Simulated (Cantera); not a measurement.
Feed: 1 mol Al, 10 mol N2, equilibrated at 0.100 bar.

Method: chemical equilibrium by Gibbs-energy minimisation in Cantera with the NASA 1993 tables (ideal gas, pure condensed phases). Candidate condensed phases: Al, AlN; 5 gas species. Rates play no part.

Over these rows the condensed part is AlN(s). Partial pressures as log10 of bar:

```json
[
 {"T (K)": "1548", "1000/T (1/K)": "0.6460", "log p Al": "-9.02", "log p N2": "-1.00"},
 {"T (K)": "1623", "1000/T (1/K)": "0.6161", "log p Al": "-8.03", "log p N2": "-1.00"},
 {"T (K)": "1698", "1000/T (1/K)": "0.5889", "log p Al": "-7.13", "log p N2": "-1.00"},
 {"T (K)": "1773", "1000/T (1/K)": "0.5640", "log p Al": "?", "log p N2": "-1.00"},
 {"T (K)": "1848", "1000/T (1/K)": "0.5411", "log p Al": "-5.54", "log p N2": "-1.00"},
 {"T (K)": "1923", "1000/T (1/K)": "0.5200", "log p Al": "-4.85", "log p N2": "-1.00"}
]
```

Problem. Fit log p(Al) = a + b·(1000/T) to the five rows, give the apparent enthalpy, and predict the row at 1773 K.

Solution. Means: 1000/T = 0.5824, log p = -6.914. Sxy = -0.358495, Sxx = 0.0108223, so b = -33.13 and a = -6.914 − (-33.13)×0.5824 = 12.38.
Apparent enthalpy: −19.145 × (-33.13) = 634 kJ/mol. With the condensed phases at unit activity, AlN(s) = Al(g) + 1/2 N2(g) links this pressure to the main gases: over the six rows their terms move log p by +0.00 in all, so the slope is close to that reaction's ΔH°. The five rows lie within 0.01 of the line.
Prediction at 1773 K: 12.38 + (-33.13)×0.5640 = -6.31. The computed value is -6.30, 0.01 from the line.
